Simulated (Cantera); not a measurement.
What does this Cantera script print?

```python
import numpy as np
import cantera as ct

gas = ct.Solution("gri30.yaml")
gas.TPX = 1198, 500000, {'CH4': 1, 'H2': 0.72, 'O2': 2.8, 'N2': 55.2}
reactor = ct.IdealGasReactor(gas, energy="on", clone=False)
net = ct.ReactorNet([reactor])
net.rtol, net.atol = 1e-08, 1e-16
show = ['CH4', 'H2', 'O2', 'O', 'C2H4']
times = np.geomspace(1e-05, 3, 13)

steps = ct.SolutionArray(gas, extra=["t"])
rows = []
print(f"{'t/s':>10s}{'T/K':>9s}{'P/Pa':>11s}" + "".join(f"{s:>11s}" for s in show))
for t in times:
    while net.time < t:
        t_next = net.step()
        steps.append(gas.state, t=t_next)
    rows.append([np.interp(t, steps.t, y) for y in (steps.T, steps.P, *steps(*show).X.T)])
    print(f"{t:10.3e}{rows[-1][0]:9.1f}{rows[-1][1]:11.4g}" + "".join(f"{x:11.3e}" for x in rows[-1][2:]))
rate = np.gradient(steps.T, steps.t)
print("integrator steps:", len(steps.t))
if steps.T.max() > steps.T[0] + 200:
    print(f"time of steepest temperature rise: {steps.t[rate.argmax()]:.4e} s")
gas.TPX = 1198, 500000, {'CH4': 1, 'H2': 0.72, 'O2': 2.8, 'N2': 55.2}
gas.equilibrate("UV")
print(f"equilibrium (UV): T = {gas.T:.1f} K  " + "  ".join(f"{s} {gas[s].X[0]:.3e}" for s in show))
```

Result:

```
       t/s      T/K       P/Pa        CH4         H2         O2          O       C2H4
 1.000e-05   1198.0      5e+05  1.674e-02  1.206e-02  4.689e-02  8.502e-11  2.294e-16
 2.860e-05   1198.0      5e+05  1.674e-02  1.206e-02  4.689e-02  1.553e-10  1.028e-14
 8.182e-05   1198.0      5e+05  1.674e-02  1.206e-02  4.689e-02  4.540e-10  4.505e-13
 2.340e-04   1198.0      5e+05  1.674e-02  1.206e-02  4.688e-02  3.447e-09  5.793e-11
 6.694e-04   1200.3  5.009e+05  1.653e-02  1.194e-02  4.669e-02  4.361e-07  2.322e-06
 1.915e-03   1341.5  5.612e+05  8.208e-03  1.135e-02  3.580e-02  5.118e-06  5.421e-04
 5.477e-03   1798.2   7.46e+05  5.407e-21  1.101e-05  7.390e-03  3.989e-06  6.703e-31
 1.567e-02   1798.3   7.46e+05  1.129e-23  1.040e-05  7.389e-03  3.790e-06  8.154e-33
 4.481e-02   1798.3   7.46e+05  3.100e-24  1.040e-05  7.389e-03  3.790e-06 -2.648e-31
 1.282e-01   1798.3   7.46e+05  3.015e-24  1.040e-05  7.387e-03  3.789e-06 -9.710e-34
 3.667e-01   1798.2   7.46e+05  3.009e-24  1.040e-05  7.384e-03  3.787e-06  1.146e-34
 1.049e+00   1798.2   7.46e+05  3.000e-24  1.040e-05  7.374e-03  3.783e-06 -2.424e-34
 3.000e+00   1798.0  7.459e+05  2.975e-24  1.040e-05  7.346e-03  3.769e-06  1.004e-34
integrator steps: 1833
time of steepest temperature rise: 2.1002e-03 s
equilibrium (UV): T = 1795.7 K  CH4 4.502e-24  H2 1.045e-05  O2 6.985e-03  O 3.598e-06  C2H4 1.681e-37
```

Model: GRI-Mech 3.0 (53 species, 325 reactions), integrated in Cantera.
